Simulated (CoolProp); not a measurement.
CHF3 (R23) along the isobar 3.17 bar: Z from the reference equation and from simpler models built on Tc = 26.1 °C, pc = 48.32 bar, ω = 0.263; each cubic takes its own stable root.

The numbers come from the reference Helmholtz-energy equation of state, Penoncello 2003 in CoolProp.

```json
[
 {"T (°C)": "-143.45", "phase": "liquid", "reference": "0.01237"},
 {"T (°C)": "-127.45", "phase": "liquid", "reference": "0.01138"},
 {"T (°C)": "-111.35", "phase": "liquid", "reference": "0.01062"},
 {"T (°C)": "-95.35", "phase": "liquid", "reference": "0.01004"},
 {"T (°C)": "-79.35", "phase": "liquid", "reference": "0.009592"},
 {"T (°C)": "-63.25", "phase": "liquid", "reference": "0.009271"},
 {"T (°C)": "-47.25", "phase": "gas", "reference": "0.9311"},
 {"T (°C)": "-31.25", "phase": "gas", "reference": "0.9477"}
]
```

Problem. How far does each simpler model (van der Waals, Redlich-Kwong, Peng-Robinson) lie from the reference over these 8 states: mean and median of the absolute difference, and the worst?

Solution. 
- van der Waals: mean 3666.9 %, median 79.7 %, worst +10183.7 % at -63.25 °C and 3.17 bar
- Redlich-Kwong: mean 1263.8 %, median 20.6 %, worst +10003.5 % at -63.25 °C and 3.17 bar
- Peng-Robinson: mean 3.5 %, median 3.6 %, worst +6.1 % at -143.45 °C and 3.17 bar

At some of these states van der Waals, Redlich-Kwong gives the other phase, because its saturation line lies elsewhere.
